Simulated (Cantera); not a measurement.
Gas-phase reforming

An isothermal, constant-pressure homogeneous reactor starts with CH₄ : CO₂ : H₂ = 1 : 5.8 : 1.2 (molar parts), at 1300 K and 1600000 Pa.

Model: GRI-Mech 3.0 (53 species, 325 reactions), integrated in Cantera. The pressure lies above the range GRI-Mech 3.0 was tuned for (to about 10 atm).

```
t (s)      x CH₄  x CO₂    x H₂      x CO    x C₂H₄
--------  ------  -----  ------  --------  --------
0.000200   0.125  0.725   0.150   3.68e-6   1.07e-9
0.000570   0.125  0.725   0.150   2.00e-5   1.29e-8
0.00162    0.125  0.725   0.150   7.27e-5   9.49e-8
0.00462    0.125  0.725   0.150  0.000225   6.57e-7
0.0132     0.125  0.724   0.149  0.000674   4.45e-6
0.0375     0.125  0.723   0.148   0.00201   2.49e-5
0.107      0.125  0.719   0.144   0.00591   9.56e-5
0.304      0.124  0.708   0.134    0.0170  0.000278
0.866      0.123  0.678   0.106    0.0461  0.000733
2.47       0.119  0.622  0.0553     0.101   0.00199
7.02       0.104  0.571  0.0279     0.144   0.00536
20.0      0.0825  0.536  0.0304     0.169    0.0102
```
x: mole fraction; the columns are a selection and need not sum to one.

Equilibrium at this temperature and pressure: CH₄ 9.31e-5, CO₂ 0.296, H₂ 0.136, CO 0.384, C₂H₄ 7.98e-10 (gas phase only).
